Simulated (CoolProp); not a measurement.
Computed with CoolProp (reference Helmholtz-energy equation of state, Lemmon 2013).

Problem. For propylene, give the phase and the speed of sound (m/s), Prandtl number at 207.6 K and 14300 kPa; 253 K and 14300 kPa; 434.4 K and 14300 kPa.

Solution. 
- 207.6 K and 14300 kPa: liquid; speed of sound 1390, Prandtl number 3.57
- 253 K and 14300 kPa: liquid; speed of sound 1140, Prandtl number 2.63
- 434.4 K and 14300 kPa: supercritical; speed of sound 342, Prandtl number 1.78

Viscosity comes from a separate model (Huber 2003), an estimate that may be off by 10 % or more. Thermal conductivity comes from a separate model (Huber 2003), an estimate that may be off by 10 % or more.
